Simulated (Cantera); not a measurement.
A freely propagating, adiabatic, planar premixed flame of 17.7 % H2, 16.7 % O2, 63.2 % N2, 2.47 % H2O, equivalence ratio 0.53, unburnt at 698 K and 3.00 bar; mixture-averaged transport, grid criteria slope 0.08 and curve 0.16, no radiation.

Detailed kinetics in Cantera: the H2/O2 subset of GRI-Mech 3.0, which has no nitrogen chemistry. The hydrogen kinetics of GRI-Mech 3.0 are dated; newer H2 mechanisms differ, most at raised pressure. Burning velocities carry a grid error of a few per cent, more on coarse grids. Lean hydrogen flames are cellular in practice and burn faster than this planar one.

Task: Predict: laminar burning velocity; thermal thickness; peak x(H2O2); peak x(H); peak x(O).

Result: 
```json
{
 "laminar_burning_velocity": "352 cm/s",
 "thermal_thickness": "0.114 mm",
 "peak x(H2O2)": "6.14e-5",
 "peak x(H)": "0.00739",
 "peak x(O)": "0.00612"
}
```
